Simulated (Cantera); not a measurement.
Charge: 1 mol C6H6, 0.025 mol CO2, 3.5 mol N2, at 8300 Pa.

Cantera equilibrium calculation (NASA polynomials, part measured and part estimated; ideal gas, pure solids and liquids). Candidate condensed phases: C, C6H6, C7H8, C8H18, H2O; 136 gas species. Equilibrium is a limit: real reactors are often held back by kinetics, nucleation or transport. All values below are at 1825 K.

Base state: N2 0.532, H2 0.455, CO 0.00763, HCN 0.00341, H 0.00103, HNC 0.000137, C2H2 (acetylene) 9.78e-5, CH4 1.22e-5 (mole fractions); condensed: C(graphite).

Task: What changes in the equilibrium state with this change: pressure from 8300 Pa to 2100 Pa?

Result: 
```csv
species,before,after
N2,0.532,0.532
H2,0.455,0.455
CO,0.00763,0.00763
H,0.00103,0.00205
CH4,1.22e-5,3.08e-6
C2H2 (acetylene),9.78e-5,9.76e-5
"C(graphite), mol",5.95,5.95
```

Task: What changes in the equilibrium state with this change: 0.019 mol O2 added?

Result: 
| species | before | after |
|---|---|---|
| N2 | 0.532 | 0.529 |
| H2 | 0.455 | 0.453 |
| CO | 0.00763 | 0.0134 |
| CH4 | 1.22e-5 | 1.21e-5 |
| HNC | 0.000137 | 0.000136 |
| HCN | 0.00341 | 0.00339 |
| C(graphite), mol | 5.95 | 5.91 |
